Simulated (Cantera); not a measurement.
Input: 1 mol SiHCl3, 5.4 mol N2, held at 0.000150 bar.

Method: chemical equilibrium by Gibbs-energy minimisation in Cantera with the NASA 1993 tables (ideal gas, pure condensed phases). Candidate condensed phases: NH4Cl, Si, Si3N4; 28 gas species. The tables' values for SiCl3 are old estimates; treat these amounts as uncertain. The numbers say what is thermodynamically allowed, not how fast it happens. All values below are at 1448 K.

Base state: N2 0.734, SiCl2 0.126, HCl 0.123, SiCl3 0.00824, H2 0.00653, SiCl4 0.00198, Cl 0.000931, H 6.08e-5 (mole fractions); condensed: gas only.

### Question
What changes in the equilibrium state with this change: SiHCl3 replaced by trisilylamine?

### Answer
| species | before | after |
|---|---|---|
| H2 | 0.00653 | 0.535 |
| N2 | 0.734 | 0.464 |
| H | 6.08e-5 | 0.000551 |
| SiCl2 | 0.126 | 0 |
| HCl | 0.123 | 0 |
| SiCl3 | 0.00824 | 0 |
| SiCl4 | 0.00198 | 0 |
| Cl | 0.000931 | 0 |
| Si3N4(s), mol | 0 | 1.000 |
The feed counts by its element totals alone.
